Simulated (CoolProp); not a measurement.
Vapour-liquid equilibrium of isobutene (1) + acetone (2) at 174 kPa; x and y are mole fractions of (1).

The numbers come from the multi-fluid Helmholtz-energy mixture model, Lemmon 2005 and Lemmon 2006; pair parameters Bell 2016 in CoolProp.

```json
[
 {"x": "0.05", "bubble temperature, mixture model (°C)": "57.2", "bubble temperature, Raoult's law (°C)": "65.1", "y, mixture model": "0.408", "y, Raoult's law": "0.253"},
 {"x": "0.125", "bubble temperature, mixture model (°C)": "40.8", "bubble temperature, Raoult's law (°C)": "55.4", "y, mixture model": "0.689", "y, Raoult's law": "0.502"},
 {"x": "0.2", "bubble temperature, mixture model (°C)": "30.7", "bubble temperature, Raoult's law (°C)": "47.4", "y, mixture model": "0.802", "y, Raoult's law": "0.657"},
 {"x": "0.275", "bubble temperature, mixture model (°C)": "24.5", "bubble temperature, Raoult's law (°C)": "40.8", "y, mixture model": "0.856", "y, Raoult's law": "0.757"},
 {"x": "0.35", "bubble temperature, mixture model (°C)": "20.5", "bubble temperature, Raoult's law (°C)": "35.2", "y, mixture model": "0.885", "y, Raoult's law": "0.825"},
 {"x": "0.425", "bubble temperature, mixture model (°C)": "17.9", "bubble temperature, Raoult's law (°C)": "30.3", "y, mixture model": "0.903", "y, Raoult's law": "0.873"},
 {"x": "0.5", "bubble temperature, mixture model (°C)": "16.0", "bubble temperature, Raoult's law (°C)": "26.1", "y, mixture model": "0.915", "y, Raoult's law": "0.907"},
 {"x": "0.575", "bubble temperature, mixture model (°C)": "14.6", "bubble temperature, Raoult's law (°C)": "22.5", "y, mixture model": "0.925", "y, Raoult's law": "0.933"},
 {"x": "0.65", "bubble temperature, mixture model (°C)": "13.5", "bubble temperature, Raoult's law (°C)": "19.2", "y, mixture model": "0.933", "y, Raoult's law": "0.952"},
 {"x": "0.725", "bubble temperature, mixture model (°C)": "12.4", "bubble temperature, Raoult's law (°C)": "16.3", "y, mixture model": "0.942", "y, Raoult's law": "0.967"},
 {"x": "0.8", "bubble temperature, mixture model (°C)": "11.2", "bubble temperature, Raoult's law (°C)": "13.6", "y, mixture model": "0.952", "y, Raoult's law": "0.979"},
 {"x": "0.875", "bubble temperature, mixture model (°C)": "10.0", "bubble temperature, Raoult's law (°C)": "11.2", "y, mixture model": "0.966", "y, Raoult's law": "0.988"},
 {"x": "0.95", "bubble temperature, mixture model (°C)": "8.6", "bubble temperature, Raoult's law (°C)": "9.0", "y, mixture model": "0.984", "y, Raoult's law": "0.996"}
]
```

The largest gap from Raoult's law is -16.7 K in bubble temperature, at x = 0.2. No azeotrope shows between x = 0.05 and 0.95.

Pair parameters are fitted to limited data, so mixtures are less certain than the pure fluids. With so large a gap from Raoult's law the liquid may split in two, which this calculation doesn't test in full.
